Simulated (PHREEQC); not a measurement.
**Buffer: an equilibrium model**

Consider water at 25 °C with 0.0033 mol/kgw NaHSO4, 0.011 mol/kgw K2HPO4 and 0.23 mol/kgw NaCl. Closed to the air; pH follows from the charge balance.

The numbers come from PHREEQC with the ion-association model, phreeqc.dat.

```yaml
pH: 7.09
ionic_strength: 0.263 mol/kgw
activity_of_water: 0.992
specific_conductance: 24300 µS/cm
density: 1.008 g/cm³
total_alkalinity: 7.70 meq/kg
```

```
species  molality  activity   log γ
-------  --------  --------  ------
Na+         0.232     0.170  -0.133
Cl-         0.230     0.160  -0.158
K+         0.0218    0.0151  -0.161
HPO4-2    0.00679   0.00184  -0.568
H2PO4-    0.00330   0.00241  -0.137
SO4-2     0.00245  0.000647  -0.578
NaHPO4-  0.000837  0.000610  -0.137
NaSO4-   0.000757  0.000552  -0.137
KSO4-     9.39e-5   6.85e-5  -0.137
KHPO4-    7.40e-5   5.40e-5  -0.137
PO4-3     2.59e-7   1.02e-8  -1.406
OH-       1.80e-7   1.23e-7  -0.164
H+        1.03e-7   8.14e-8  -0.104
H3PO4     2.72e-8   2.89e-8   0.026
HSO4-     6.95e-9   5.12e-9  -0.133
```

Precipitation was switched off in this run.
